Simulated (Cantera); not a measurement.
A freely propagating, adiabatic, planar premixed flame of H2 : O2 : N2 = 1 : 0.227 : 0.855 (molar parts), equivalence ratio 2.2, unburnt at 300 K and 0.109 atm; mixture-averaged transport, grid criteria slope 0.08 and curve 0.16, no radiation.

Detailed kinetics in Cantera: the H2/O2 subset of GRI-Mech 3.0, which has no nitrogen chemistry. Burning velocities carry a grid error of a few per cent, more on coarse grids.

Predict: laminar burning velocity; thermal thickness; peak x(OH); peak x(H); peak x(O).


```
Property                    Result
------------------------  --------
laminar burning velocity  226 cm/s
thermal thickness          6.46 mm
peak x(OH)                 0.00219
peak x(H)                    0.103
peak x(O)                  0.00296
```
